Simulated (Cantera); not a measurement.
An isothermal, constant-pressure homogeneous reactor starts with NH3 : H2 = 1 : 4.2 (molar parts), at 2050 K and 15.8 Torr.

Cantera simulation using the gas-phase N/H chemistry of the illustrative SiF4/NH3 mechanism in the Surface Chemkin manual (1991); the numbers are that mechanism's predictions, not measurements. Walls and surfaces, which speed up NH3 decomposition in real reactors, are not modelled.

Task: Predict: x(NH3) at 4.00 s; x(H2) at 4.00 s; x(NH) at 4.00 s; x(N2) at 4.00 s; x(N) at 4.00 s; x(N2H2) at 4.00 s; x(H) at 4.00 s.

Result: 
| Quantity | Result |
|---|---|
| x(NH3) at 4.00 s | 0.000978 (gas-phase equilibrium 9.45e-8) |
| x(H2) at 4.00 s | 0.913 (gas-phase equilibrium 0.905) |
| x(NH) at 4.00 s | 3.99e-6 (gas-phase equilibrium 2.38e-9) |
| x(N2) at 4.00 s | 0.0800 (gas-phase equilibrium 0.0800) |
| x(N) at 4.00 s | 2.40e-6 (gas-phase equilibrium 3.55e-9) |
| x(N2H2) at 4.00 s | 5.47e-9 (gas-phase equilibrium <1e-12) |
| x(H) at 4.00 s | 0.00610 (gas-phase equilibrium 0.0150) |
